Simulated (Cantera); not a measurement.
Feed: 1 mol CH₃OH, 0.13 mol CO₂, 0.28 mol H₂O, equilibrated at 2873 K and 40.0 Pa.

Cantera equilibrium calculation (NASA polynomials, part measured and part estimated; ideal gas, pure solids and liquids). Candidate condensed phases: C, C₆H₆, C₇H₈, C₈H₁₈, H₂O; 110 gas species. The numbers say what is thermodynamically allowed, not how fast it happens.

Base state: H 0.723, CO 0.189, O 0.0648, H₂ 0.0190, OH 0.00273, CO₂ 0.000334, O₂ 0.000325, H₂O 0.000238 (mole fractions); condensed: gas only.

Q: What changes in the equilibrium state with this change: pressure from 40.0 Pa to 9900 Pa?

A: 
```csv
species,before,after
H₂,0.0190,0.398
CO,0.189,0.285
H,0.723,0.211
H₂O,0.000238,0.0805
O,0.0648,0.00421
OH,0.00273,0.0128
CO₂,0.000334,0.00807
O₂,0.000325,0.000339
```

Q: What changes in the equilibrium state with this change: pressure from 40.0 Pa to 570 Pa?

A: 
| species | before | after |
|---|---|---|
| H | 0.723 | 0.546 |
| CO | 0.189 | 0.221 |
| H₂ | 0.0190 | 0.154 |
| H₂O | 0.000238 | 0.0169 |
| OH | 0.00273 | 0.0179 |
| O | 0.0648 | 0.0397 |
| CO₂ | 0.000334 | 0.00340 |
| O₂ | 0.000325 | 0.00174 |

Q: What changes in the equilibrium state with this change: CO₂ from 0.13 to 1.8 mol?

A: 
```tsv
species	before	after
H	0.723	0.470
CO	0.189	0.301
O	0.0648	0.210
H₂	0.0190	0.00800
O₂	0.000325	0.00342
CO₂	0.000334	0.00172
OH	0.00273	0.00574
H₂O	0.000238	0.000326
```
